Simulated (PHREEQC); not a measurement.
A solution holds 0.016 mol/kgw HF, 0.0015 mol/kgw (CH3)4NF, 4.6e-05 mol/kgw H2SiF6 and 0.013 mol/kgw H2SO4, at 83 °C. Closed to the air; pH follows from the charge balance.

The numbers come from PHREEQC with the ion-association model, wateq4f.dat.

```tsv
quantity	before	after
pH	1.89	2.14
ionic strength (mol/kgw)	0.0190	0.0108
F- (mol/kgw)	0.000330	0.000282
H2F2 (mol/kgw)	7.74e-5	1.92e-5
H4SiO4 (mol/kgw)	3.19e-5	2.26e-5
SI of Quartz (SiO2)	-1.23	-1.38
```

**Question.** What was changed between the two runs?
A) H2SO4 from 0.013 to 0.065 mol/kgw
B) temperature from 83 to 75 °C
C) diluted 2-fold with water
D) H2SO4 left out
E) temperature from 83 to 25 °C

**Answer.** C, diluted 2-fold with water

This is a speciation only: nothing precipitates in the calculation. (CH3)4N+ isn't in the database: it is added as a free cation with an ion size of 4 Å. At this temperature some constants are extrapolated from 25 °C, and those without enthalpy data are left unchanged. SiF6-2 is the database's only silicon fluoride.
